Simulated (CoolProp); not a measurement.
A simple Rankine cycle with dimethyl ether: condensing at 316.15 K, boiler at 4.3 MPa, turbine inlet 390 K, turbine efficiency 0.85, pump efficiency 0.6, no recuperator. Each further row changes one setting.

The numbers come from the reference Helmholtz-energy equation of state, Wu 2011 in CoolProp.

| case | thermal efficiency (%) | net work (kJ/kg) | heat in (kJ/kg) | turbine exit temperature (K) | volume ratio over the turbine |
|---|---|---|---|---|---|
| as stated | … | … | 391 | 316.1 | 5.42 |
| turbine inlet 410 K | … | 56.1 | 460 | … | 4.77 |
| condensing temperature 308.15 K | 12.5 | … | 411 | 308.1 | 6.68 |
| boiler pressure 3.01 MPa | 10.0 | … | 452 | 335.4 | 3.21 |
| turbine efficiency 0.75 | … | 37.9 | 391 | 316.1 | … |

Task: What belongs in the gaps?

Result: 
- as stated, thermal efficiency (%): 11.3
- as stated, net work (kJ/kg): 44.1
- turbine inlet 410 K, thermal efficiency (%): 12.2
- turbine inlet 410 K, turbine exit temperature (K): 333.9
- condensing temperature 308.15 K, net work (kJ/kg): 51.6
- boiler pressure 3.01 MPa, net work (kJ/kg): 45.1
- turbine efficiency 0.75, thermal efficiency (%): 9.7
- turbine efficiency 0.75, volume ratio over the turbine: 5.51

The expansion ends wet for: as stated; condensing temperature 308.15 K; turbine efficiency 0.75.
